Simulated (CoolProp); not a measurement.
The fluid at 293.15 K and 0.402 MPa (gas) is heated at constant pressure to 489.4 K. The same conditions are run with several fluids, on thermodynamics alone (safety and materials aside).

The numbers come from the reference Helmholtz-energy equation of state of each fluid (chloromethane (R40): Thol 2014; nitrogen: Span 2000; sulfur hexafluoride: Guder 2009; carbon monoxide: Lemmon 2006) in CoolProp.

```
fluid                heat (kJ/kg)  final density (kg/m³)
-------------------  ------------  ---------------------
chloromethane (R40)             ?                   5.05
nitrogen                      206                   2.76
sulfur hexafluoride             ?                      ?
carbon monoxide               206                   2.76
```

Problem. What belongs in the gaps?

Solution. 
- chloromethane (R40), heat (kJ/kg): 195
- sulfur hexafluoride, heat (kJ/kg): 155
- sulfur hexafluoride, final density (kg/m³): 14.5
